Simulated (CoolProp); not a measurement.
A single-stage vapour-compression cycle with the fluid: evaporating at 268.15 K (dew point), condensing at 323.15 K (bubble point), superheat 2 K, subcooling 5 K, compressor efficiency 0.9, no pressure losses. The same conditions are run with several fluids, on thermodynamics alone (safety and materials aside).

Computed with CoolProp (reference Helmholtz-energy equation of state of each fluid (R142b: Lemmon 2006; R245fa: Akasaka 2015; isobutane: Bücker 2006; R152A: Outcalt 1996; n-perfluorobutane: Gao 2022; R1132(E): Akasaka 2024)).

```json
[
 {"fluid": "R142b", "cooling COP": "[?]", "pressure ratio": "5.72", "discharge temperature (K)": "[?]", "refrigerating effect (kJ/kg)": "157", "volumetric capacity (kJ/m³)": "880"},
 {"fluid": "R245fa", "cooling COP": "3.56", "pressure ratio": "8.16", "discharge temperature (K)": "324.1", "refrigerating effect (kJ/kg)": "143", "volumetric capacity (kJ/m³)": "[?]"},
 {"fluid": "isobutane", "cooling COP": "3.46", "pressure ratio": "[?]", "discharge temperature (K)": "323.2", "refrigerating effect (kJ/kg)": "242", "volumetric capacity (kJ/m³)": "[?]"},
 {"fluid": "R152A", "cooling COP": "3.55", "pressure ratio": "5.36", "discharge temperature (K)": "[?]", "refrigerating effect (kJ/kg)": "225", "volumetric capacity (kJ/m³)": "1560"},
 {"fluid": "n-perfluorobutane", "cooling COP": "2.61", "pressure ratio": "6.19", "discharge temperature (K)": "323.1", "refrigerating effect (kJ/kg)": "[?]", "volumetric capacity (kJ/m³)": "430"},
 {"fluid": "R1132(E)", "cooling COP": "3.14", "pressure ratio": "4.33", "discharge temperature (K)": "349.9", "refrigerating effect (kJ/kg)": "166", "volumetric capacity (kJ/m³)": "[?]"}
]
```

Task: Some entries are withheld; supply them.

Result: 
- R142b, cooling COP: 3.59
- R142b, discharge temperature (K): 333.3
- R245fa, volumetric capacity (kJ/m³): 370
- isobutane, pressure ratio: 5.23
- isobutane, volumetric capacity (kJ/m³): 861
- R152A, discharge temperature (K): 346.5
- n-perfluorobutane, refrigerating effect (kJ/kg): 43.2
- R1132(E), volumetric capacity (kJ/m³): 3760

The compression ends wet for: isobutane; n-perfluorobutane.
